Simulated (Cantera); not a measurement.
**NO annealing gas**

A perfectly stirred reactor is fed with 78.0 % NO, 22.0 % N₂, at 1.97 atm; it is held at 2025 K, and followed from long to short residence time.

Detailed kinetics in Cantera: GRI-Mech 3.0 (53 species, 325 reactions).

```
τ (s)     x NO       x O     x NO₂      x O₂   x N₂
-------  -----  --------  --------  --------  -----
0.38     0.335  0.000275  0.000811     0.221  0.442
0.17     0.464  0.000236  0.000954     0.157  0.378
0.078    0.581  0.000192  0.000966    0.0987  0.319
0.036    0.668  0.000152  0.000866    0.0551  0.276
0.016    0.725  0.000118  0.000719    0.0269  0.247
0.0074   0.753   9.62e-5  0.000601    0.0128  0.233
0.0034   0.767   8.24e-5  0.000517   0.00577  0.226
0.0015   0.774   7.27e-5  0.000454   0.00236  0.223
0.00070  0.777   6.42e-5  0.000396  0.000932  0.221
0.00032  0.779   5.26e-5  0.000315  0.000299  0.220
```
x: mole fraction; the columns are a selection and need not sum to one.
